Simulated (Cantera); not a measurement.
Adiabatic ignition

An adiabatic, constant-volume homogeneous reactor starts with CH4 : O2 : N2 = 1 : 4 : 15 (molar parts), equivalence ratio 0.50, at 1525 K and 230000 Pa.

Computed with Cantera and GRI-Mech 3.0 (53 species, 325 reactions).

```csv
t (s),T (K),P (bar),x CH4,x O2,x CO2,x C2H6,x NO,x H
9.00e-6,1525,2.30,0.0500,0.200,2.77e-11,9.95e-10,<1e-12,1.28e-8
1.84e-5,1525,2.30,0.0500,0.200,2.31e-10,1.06e-8,<1e-12,1.75e-8
3.75e-5,1525,2.30,0.0500,0.200,2.56e-9,1.36e-7,<1e-12,3.19e-8
7.65e-5,1525,2.30,0.0499,0.200,4.24e-8,2.37e-6,<1e-12,9.02e-8
0.000156,1527,2.30,0.0495,0.200,1.02e-6,5.05e-5,1.55e-12,4.46e-7
0.000319,1565,2.36,0.0436,0.195,5.90e-5,0.000740,4.74e-11,1.09e-5
0.000651,2653,4.04,<1e-12,0.0962,0.0439,<1e-12,0.00257,0.000996
0.00133,2644,4.03,<1e-12,0.0939,0.0441,<1e-12,0.00747,0.000953
0.00271,2634,4.01,<1e-12,0.0912,0.0442,<1e-12,0.0132,0.000904
0.00553,2627,4.00,<1e-12,0.0894,0.0443,<1e-12,0.0170,0.000873
0.0113,2625,3.99,<1e-12,0.0890,0.0444,<1e-12,0.0178,0.000866
0.0230,2625,3.99,<1e-12,0.0889,0.0444,<1e-12,0.0179,0.000866
0.0470,2625,3.99,<1e-12,0.0889,0.0444,<1e-12,0.0179,0.000866
0.0960,2625,3.99,<1e-12,0.0889,0.0444,<1e-12,0.0179,0.000866
0.196,2625,3.99,<1e-12,0.0889,0.0444,<1e-12,0.0179,0.000866
0.400,2625,3.99,<1e-12,0.0889,0.0444,<1e-12,0.0179,0.000866
```
x: mole fraction; the columns are a selection and need not sum to one.

```
Item                                                               Value
---------------------------------  -------------------------------------
time of steepest temperature rise                               0.368 ms
temperature at 0.400 s                                            2625 K
equilibrium temperature                                           2625 K
x(CH4) at 0.400 s                  <1e-12 (gas-phase equilibrium <1e-12)
x(O2) at 0.400 s                   0.0889 (gas-phase equilibrium 0.0889)
x(CO2) at 0.400 s                  0.0444 (gas-phase equilibrium 0.0444)
```
